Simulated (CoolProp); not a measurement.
Vapour-liquid equilibrium of fluoroethane (R161) (1) + R227EA (2) at 325.1 K; x and y are mole fractions of (1).

Values from CoolProp's multi-fluid Helmholtz-energy mixture model, Wu 2012 and Lemmon 2016; pair parameters Bell 2016.

Q: Give the bubble pressure and the first vapour's composition at x = 0.125, 0.2, 0.65. Is there an azeotrope?

A: x = 0.125: 982.4 kPa, y = 0.145; x = 0.2: 1010 kPa, y = 0.244; x = 0.65: 1389 kPa, y = 0.768. No azeotrope shows between x = 0.05 and 0.95.

Pair parameters are fitted to limited data, so mixtures are less certain than the pure fluids.
